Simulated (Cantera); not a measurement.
Cantera run, input and output.

```python
import numpy as np
import cantera as ct

gas = ct.Solution("h2o2.yaml")


def delay(T, t_max=10):
    gas.TPX = T, 101325, {'H2': 1, 'O2': 0.455, 'N2': 2.18}
    reactor = ct.IdealGasReactor(gas, clone=False)
    net = ct.ReactorNet([reactor])
    net.rtol, net.atol = 1e-8, 1e-16
    while net.time < t_max:
        t_old, T_old = net.time, reactor.T
        net.step()
        if reactor.T > T + 400:  # ignition: a rise of 400 K
            return t_old + (T + 400 - T_old) / (reactor.T - T_old) * (net.time - t_old)
    return np.nan


taus = []
for T in [975, 1075, 1175, 1275, 1375, 1475, 1575, 1675, 1775]:
    taus.append(delay(T))
    print(f"T0 = {T:6g} K   tau = {taus[-1]:.4e} s")

# d ln(tau) / d ln(k), from doubling and halving each rate constant
T, sens = 1075, []
for i in range(gas.n_reactions):
    gas.set_multiplier(2.0, i)
    up = delay(T)
    gas.set_multiplier(0.5, i)
    down = delay(T)
    gas.set_multiplier(1.0, i)
    sens.append((np.log(up / down) / np.log(4.0), gas.reaction(i).equation))
sens.sort(key=lambda x: -abs(x[0]))
print(f"sensitivities at {T} K")
for s, eq in sens[:10]:
    print(f"{s:8.3f}  {eq}")
```

Output:

```
T0 =    975 K   tau = 8.1621e-04 s
T0 =   1075 K   tau = 1.2423e-04 s
T0 =   1175 K   tau = 5.9658e-05 s
T0 =   1275 K   tau = 3.6155e-05 s
T0 =   1375 K   tau = 2.5052e-05 s
T0 =   1475 K   tau = 1.9333e-05 s
T0 =   1575 K   tau = 1.6409e-05 s
T0 =   1675 K   tau = 1.5141e-05 s
T0 =   1775 K   tau = 1.4972e-05 s
sensitivities at 1075 K
  -1.165  H + O2 <=> O + OH
   0.221  H + O2 + N2 <=> HO2 + N2
   0.150  H + O2 + M <=> HO2 + M
  -0.147  H2 + O <=> H + OH
  -0.046  H2 + OH <=> H + H2O
  -0.045  H + HO2 <=> 2 OH
   0.034  H + O2 + O2 <=> HO2 + O2
  -0.030  H + HO2 <=> H2 + O2
  -0.006  H + O2 + H2O <=> HO2 + H2O
   0.002  HO2 + O <=> O2 + OH
```

Model: the H2/O2 subset of GRI-Mech 3.0, which has no nitrogen chemistry, integrated in Cantera. Where the delays flatten at high temperature, the 400 K rule measures the pace of heat release, not the induction time.
